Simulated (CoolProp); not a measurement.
Saturation properties of ammonia.

The numbers come from the reference Helmholtz-energy equation of state, Gao 2020 in CoolProp.

```json
[
 {"T (°C)": "-25.35", "p (bar)": "1.490", "liquid density (kg/m³)": "671.7", "vapour density (kg/m³)": "1.276", "liquid cp (kJ/(kg K))": "4.496", "liquid conductivity (mW/(m K))": "639"},
 {"T (°C)": "-18.95", "p (bar)": "1.991", "liquid density (kg/m³)": "663.6", "vapour density (kg/m³)": "1.675", "liquid cp (kJ/(kg K))": "4.522", "liquid conductivity (mW/(m K))": "618"},
 {"T (°C)": "-12.45", "p (bar)": "2.628", "liquid density (kg/m³)": "655.2", "vapour density (kg/m³)": "2.174", "liquid cp (kJ/(kg K))": "4.549", "liquid conductivity (mW/(m K))": "598"},
 {"T (°C)": "-6.05", "p (bar)": "3.404", "liquid density (kg/m³)": "646.8", "vapour density (kg/m³)": "2.775", "liquid cp (kJ/(kg K))": "4.579", "liquid conductivity (mW/(m K))": "578"},
 {"T (°C)": "0.35", "p (bar)": "4.349", "liquid density (kg/m³)": "638.2", "vapour density (kg/m³)": "3.499", "liquid cp (kJ/(kg K))": "4.612", "liquid conductivity (mW/(m K))": "558"},
 {"T (°C)": "6.75", "p (bar)": "5.488", "liquid density (kg/m³)": "629.3", "vapour density (kg/m³)": "4.365", "liquid cp (kJ/(kg K))": "4.648", "liquid conductivity (mW/(m K))": "539"},
 {"T (°C)": "13.25", "p (bar)": "6.868", "liquid density (kg/m³)": "620.2", "vapour density (kg/m³)": "5.411", "liquid cp (kJ/(kg K))": "4.690", "liquid conductivity (mW/(m K))": "520"},
 {"T (°C)": "19.65", "p (bar)": "8.475", "liquid density (kg/m³)": "610.9", "vapour density (kg/m³)": "6.626", "liquid cp (kJ/(kg K))": "4.736", "liquid conductivity (mW/(m K))": "501"},
 {"T (°C)": "26.05", "p (bar)": "10.36", "liquid density (kg/m³)": "601.4", "vapour density (kg/m³)": "8.050", "liquid cp (kJ/(kg K))": "4.789", "liquid conductivity (mW/(m K))": "483"},
 {"T (°C)": "32.45", "p (bar)": "12.54", "liquid density (kg/m³)": "591.6", "vapour density (kg/m³)": "9.712", "liquid cp (kJ/(kg K))": "4.850", "liquid conductivity (mW/(m K))": "465"},
 {"T (°C)": "38.95", "p (bar)": "15.10", "liquid density (kg/m³)": "581.3", "vapour density (kg/m³)": "11.68", "liquid cp (kJ/(kg K))": "4.921", "liquid conductivity (mW/(m K))": "447"},
 {"T (°C)": "45.35", "p (bar)": "17.98", "liquid density (kg/m³)": "570.8", "vapour density (kg/m³)": "13.92", "liquid cp (kJ/(kg K))": "5.002", "liquid conductivity (mW/(m K))": "429"}
]
```

It boils at -33.3 °C under 1 atm.

Thermal conductivity comes from a separate model (Tufeu 1984).
